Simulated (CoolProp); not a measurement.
Properties of carbon monoxide along the isobar 21 MPa.

Values from CoolProp's reference Helmholtz-energy equation of state, Lemmon 2006. It is a short technical equation, of lower accuracy than the large ones.

| T (K) | phase | density (kg/m³) | cp (kJ/(kg K)) | Joule-Thomson coefficient (K/MPa) | fugacity coefficient |
|---|---|---|---|---|---|
| 90.8 | liquid | 803.5 | ___ | -0.3826 | 0.03039 |
| 127.9 | liquid | 668.5 | ___ | -0.1964 | 0.2056 |
| 165.1 | supercritical | 520.4 | ___ | 0.2428 | ___ |
| 202.2 | supercritical | 389.8 | 1.831 | 0.7320 | 0.7063 |
| 239.3 | supercritical | 303.1 | 1.578 | 0.9051 | 0.8585 |
| 276.4 | supercritical | 249.0 | 1.411 | 0.8451 | 0.9526 |
| 313.5 | supercritical | 212.9 | 1.311 | ___ | 1.010 |
| 350.6 | supercritical | ___ | 1.248 | ___ | 1.046 |
| 387.7 | supercritical | 167.4 | 1.208 | ___ | 1.069 |

Q: Complete the blanks.

A: 
- 90.8, cp (kJ/(kg K)): 1.984
- 127.9, cp (kJ/(kg K)): 2.000
- 165.1, cp (kJ/(kg K)): 2.024
- 165.1, fugacity coefficient: 0.4762
- 313.5, Joule-Thomson coefficient (K/MPa): 0.7034
- 350.6, density (kg/m³): 187.0
- 350.6, Joule-Thomson coefficient (K/MPa): 0.5455
- 387.7, Joule-Thomson coefficient (K/MPa): 0.3941
